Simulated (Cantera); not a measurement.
A closed system holds: 1 mol Si2H6, 0.14 mol Cl2, 720 mol H2, equilibrated at 873 K and 1.90 mbar.

These are equilibrium values from Cantera (NASA tables, ideal gas, pure condensed phases), not measurements of a reactor. Candidate condensed phases: Si; 19 gas species. The feed counts by its element totals alone. Kinetics and transport are ignored.

Base state: H2 1.000, HCl 0.000386 (mole fractions); condensed: Si(s).

Problem. What changes in the equilibrium state with this change: Cl2 from 0.14 to 0.51 mol?

Solution. 
| species | before | after |
|---|---|---|
| H2 | 1.000 | 0.999 |
| HCl | 0.000386 | 0.00136 |
| Si(s), mol | 2.00 | 1.99 |
